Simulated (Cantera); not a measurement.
## Stirred combustor or abatement burner

A perfectly stirred reactor is fed with H2 : O2 : N2 = 1 : 0.385 : 1.45 (molar parts), equivalence ratio 1.3, at 1000000 Pa; it is adiabatic with a 800 K inlet, and is followed from long to short residence time, starting on the burning branch (τ in s: 0.036, 0.014, 0.0055, 0.0022, 0.00084, 0.00033, 0.00013, 5.1e-05, 2e-05, 7.8e-06).

Cantera simulation using the H2/O2 subset of GRI-Mech 3.0, which has no nitrogen chemistry; the numbers are that mechanism's predictions, not measurements. The hydrogen kinetics of GRI-Mech 3.0 are dated; newer H2 mechanisms differ, most at raised pressure.

```json
[
 {"τ (s)": "0.036", "T (K)": "2702", "x H2": "0.0936", "x O2": "0.000242", "x HO2": "4.53e-7", "x H2O2": "1.59e-7", "x H": "0.00561"},
 {"τ (s)": "0.014", "T (K)": "2701", "x H2": "0.0936", "x O2": "0.000250", "x HO2": "4.64e-7", "x H2O2": "1.62e-7", "x H": "0.00565"},
 {"τ (s)": "0.0055", "T (K)": "2700", "x H2": "0.0936", "x O2": "0.000269", "x HO2": "4.92e-7", "x H2O2": "1.68e-7", "x H": "0.00574"},
 {"τ (s)": "0.0022", "T (K)": "2697", "x H2": "0.0937", "x O2": "0.000315", "x HO2": "5.60e-7", "x H2O2": "1.83e-7", "x H": "0.00597"},
 {"τ (s)": "0.00084", "T (K)": "2689", "x H2": "0.0938", "x O2": "0.000429", "x HO2": "7.46e-7", "x H2O2": "2.20e-7", "x H": "0.00654"},
 {"τ (s)": "0.00033", "T (K)": "2673", "x H2": "0.0941", "x O2": "0.000678", "x HO2": "1.21e-6", "x H2O2": "3.00e-7", "x H": "0.00774"},
 {"τ (s)": "0.00013", "T (K)": "2642", "x H2": "0.0946", "x O2": "0.00118", "x HO2": "2.33e-6", "x H2O2": "4.49e-7", "x H": "0.0100"},
 {"τ (s)": "5.1e-5", "T (K)": "2589", "x H2": "0.0957", "x O2": "0.00214", "x HO2": "4.87e-6", "x H2O2": "6.84e-7", "x H": "0.0139"},
 {"τ (s)": "2.0e-5", "T (K)": "2506", "x H2": "0.0974", "x O2": "0.00381", "x HO2": "1.02e-5", "x H2O2": "9.95e-7", "x H": "0.0200"},
 {"τ (s)": "7.8e-6", "T (K)": "2388", "x H2": "0.100", "x O2": "0.00660", "x HO2": "2.07e-5", "x H2O2": "1.40e-6", "x H": "0.0289"}
]
```
x: mole fraction; the columns are a selection and need not sum to one.
